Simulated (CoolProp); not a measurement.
Vapour-liquid equilibrium of ammonia (1) + benzene (2) at 297.8 K; x and y are mole fractions of (1).

Computed with CoolProp (multi-fluid Helmholtz-energy mixture model, Gao 2020 and Thol 2012; pair parameters Bell 2016).

```tsv
x	bubble pressure, mixture model (MPa)	bubble pressure, Raoult's law (MPa)	y, mixture model	y, Raoult's law
0.05	0.1472	0.06146	0.915	0.807
0.15	0.3839	0.1594	0.968	0.933
0.25	0.5567	0.2573	0.978	0.964
0.35	0.6652	0.3553	0.982	0.977
0.45	0.7260	0.4532	0.984	0.985
0.55	0.7604	0.5512	0.985	0.990
0.65	0.7869	0.6491	0.986	0.993
0.75	0.8199	0.7471	0.988	0.996
0.85	0.8696	0.8450	0.991	0.998
0.95	0.9439	0.9430	0.996	0.999
```

The largest gap from Raoult's law is +140.8 % in bubble pressure, at x = 0.15. No azeotrope shows between x = 0.05 and 0.95.

Pair parameters are fitted to limited data, so mixtures are less certain than the pure fluids. With so large a gap from Raoult's law the liquid may split in two, which this calculation doesn't test in full.
